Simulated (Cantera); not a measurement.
A Cantera script and what it prints.

```python
import numpy as np
import cantera as ct

gas_names = """
    Cu CuF CuF2 Cu2 F F2 H HF H2 H2F2 H3F3 H4F4 H5F5 H6F6 H7F7 N NF NF2 NF3 NH NH2 NH3 N2 N2H2 N2H4
""".split()
cond_names = """
    Cu(cr) Cu(L) CuF2(s) CuF2(L)
""".split()


def load(file, names, dense=False):
    # The tables refer to 1 bar. Condensed volumes are neglected.
    table = {s.name: s for s in ct.Species.list_from_file(file)}
    out = []
    for n in names:
        d = dict(table[n].input_data)
        d["thermo"] = dict(d["thermo"], **{"reference-pressure": 1e5})
        if dense:
            d["equation-of-state"] = {"model": "constant-volume", "density": "1e6 g/cm^3"}
        out.append(ct.Species.from_dict(d))
    return out


gas = ct.Solution(thermo="ideal-gas", species=load("nasa_gas.yaml", gas_names))
cond = {s.name: ct.Solution(thermo="fixed-stoichiometry", species=[s], name=s.name)
        for s in load("nasa_condensed.yaml", cond_names, dense=True)}
atoms = {
    'Cu': {'Cu': 1},
    'HF': {'H': 1, 'F': 1},
    'N2': {'N': 2},
}
top_T = {}  # K; cautious upper limits of use, not melting points


def equilibrate(T, P, feed):
    n = {}
    for name, mol in feed.items():
        for a, k in atoms[name].items():
            n[a] = n.get(a, 0.0) + k * mol
    gas.TPX = T, P, n
    mass = sum(n.values()) * gas.mean_molecular_weight
    gas.equilibrate("TP")
    valid = [c for c in cond.values() if c.min_temp <= T <= top_T.get(c.name, c.max_temp)]
    mix = ct.Mixture([(gas, mass / gas.mean_molecular_weight)] + [(c, 0.0) for c in valid])
    mix.T, mix.P = T, P
    mix.equilibrate("TP", solver="vcs", rtol=1e-11, max_steps=5000)
    return mix


results = []
feed = {'Cu': 1, 'HF': 3.5, 'N2': 1.1}  # mol
T = 1323.15  # K
P = 3100  # Pa
mix = equilibrate(T, P, feed)
results.append((T, P, feed, dict(zip(mix.species_names, mix.species_moles))))
x = sorted(zip(gas.X, gas.species_names), reverse=True)
print(f"T = {T:g} K  P = {P:g} Pa  gas = {mix.phase_moles(0):.4g} mol")
print("   x: " + "  ".join(f"{s} {v:.3e}" for v, s in x if v > 0.0001))
print("   condensed (mol): " + ("  ".join(f"{mix.phase(i).name} {mix.phase_moles(i):.4g}"
      for i in range(1, mix.n_phases) if mix.phase_moles(i) > 1e-12) or "none"))
```

Output:

```
T = 1323.15 K  P = 3100 Pa  gas = 4.601 mol
   x: HF 7.604e-01  N2 2.391e-01  CuF 3.219e-04  H2 1.611e-04
   condensed (mol): Cu(cr) 0.9985
```

Method: chemical equilibrium by Gibbs-energy minimisation in Cantera with the NASA 1993 tables (ideal gas, pure condensed phases).
